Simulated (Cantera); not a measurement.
Mixture: 5.47 % CH₃OH, 19.1 % O₂, 71.7 % N₂, 3.72 % H₂O, at 1.01 bar, adiabatic and at constant volume. Ignition delay is the time to a rise of 400 K.

Model: GRI-Mech 3.0 (53 species, 325 reactions), integrated in Cantera. GRI-Mech 3.0 was tuned for natural gas; its chemistry of methanol as a main component is partial and can be far from experiment.

Question: Predict: delay at 1175 K; delay at 1375 K; delay at 1575 K; delay at 1775 K; apparent activation energy between 1675 and 1875 K.

Answer: 
- delay at 1175 K: 15.1 ms
- delay at 1375 K: 0.860 ms
- delay at 1575 K: 0.123 ms
- delay at 1775 K: 30.2 µs
- apparent activation energy between 1675 and 1875 K: 160 kJ/mol
